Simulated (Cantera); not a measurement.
A Cantera script and what it prints.

```python
import numpy as np
import cantera as ct

gas_names = """
    CL CL2 H HCL H2 Si SiCL SiCL2 SiCL3 SiCL4 SiH SiHCL3 SiH2 SiH2CL2 SiH3 SiH3CL SiH4 Si2 Si3
""".split()
cond_names = """
    Si(cr) Si(L)
""".split()


def load(file, names, dense=False):
    # The tables refer to 1 bar. Condensed volumes are neglected.
    table = {s.name: s for s in ct.Species.list_from_file(file)}
    out = []
    for n in names:
        d = dict(table[n].input_data)
        d["thermo"] = dict(d["thermo"], **{"reference-pressure": 1e5})
        if dense:
            d["equation-of-state"] = {"model": "constant-volume", "density": "1e6 g/cm^3"}
        out.append(ct.Species.from_dict(d))
    return out


gas = ct.Solution(thermo="ideal-gas", species=load("nasa_gas.yaml", gas_names))
cond = {s.name: ct.Solution(thermo="fixed-stoichiometry", species=[s], name=s.name)
        for s in load("nasa_condensed.yaml", cond_names, dense=True)}
atoms = {
    'Si': {'Si': 1},
    'HCl': {'H': 1, 'CL': 1},
    'H2': {'H': 2},
}
top_T = {}  # K; cautious upper limits of use, not melting points


def equilibrate(T, P, feed):
    n = {}
    for name, mol in feed.items():
        for a, k in atoms[name].items():
            n[a] = n.get(a, 0.0) + k * mol
    gas.TPX = T, P, n
    mass = sum(n.values()) * gas.mean_molecular_weight
    gas.equilibrate("TP")
    valid = [c for c in cond.values() if c.min_temp <= T <= top_T.get(c.name, c.max_temp)]
    mix = ct.Mixture([(gas, mass / gas.mean_molecular_weight)] + [(c, 0.0) for c in valid])
    mix.T, mix.P = T, P
    mix.equilibrate("TP", solver="vcs", rtol=1e-11, max_steps=5000)
    return mix


results = []
feed = {'Si': 1, 'HCl': 0.68, 'H2': 1.1}  # mol
P = 101325  # Pa
for T in [798, 898, 998, 1098, 1198, 1298, 1398, 1498]:
    mix = equilibrate(T, P, feed)
    results.append((T, P, feed, dict(zip(mix.species_names, mix.species_moles))))

top = {s: max(r[3][s] / sum(r[3][g] for g in gas_names) for r in results) for s in gas_names}
cols = sorted((s for s in top if top[s] > 0.0001), key=lambda s: -top[s])[:9]
seen = [c for c in cond_names if any(r[3].get(c, 0) > 1e-12 for r in results)]
print("log10 of partial pressures in bar; condensed amounts in mol")
print(f"{'T/K':>10s}" + "".join(f"{s[:9]:>10s}" for s in cols + seen))
for T, P, feed, n in results:
    ng = sum(n[g] for g in gas_names)
    print(f"{T:10.4g}" + "".join(f"{np.log10(max(n[s] / ng * P / 1e5, 1e-99)):10.3f}" for s in cols)
          + "".join(f"{n.get(c, 0):10.4g}" for c in seen))
```

It prints:

```
log10 of partial pressures in bar; condensed amounts in mol
       T/K        H2       HCL     SiCL4     SiCL2    SiHCL3     SiCL3   SiH2CL2    Si(cr)
       798    -0.050    -2.915    -1.143    -5.773    -1.333    -4.485    -2.617    0.8103
       898    -0.051    -2.397    -1.141    -4.613    -1.350    -3.720    -2.583    0.8118
       998    -0.053    -1.988    -1.146    -3.694    -1.371    -3.115    -2.563    0.8146
      1098    -0.057    -1.659    -1.165    -2.954    -1.400    -2.633    -2.557    0.8189
      1198    -0.064    -1.395    -1.207    -2.354    -1.447    -2.254    -2.570    0.8238
      1298    -0.075    -1.188    -1.294    -1.875    -1.527    -1.973    -2.611    0.8271
      1398    -0.089    -1.034    -1.453    -1.510    -1.661    -1.797    -2.693    0.8253
      1498    -0.103    -0.933    -1.711    -1.257    -1.870    -1.736    -2.827    0.8178
```

Cantera equilibrium calculation (NASA polynomials, part measured and part estimated; ideal gas, pure solids and liquids). The tables' values for SiCl3 are old estimates; treat these amounts as uncertain.
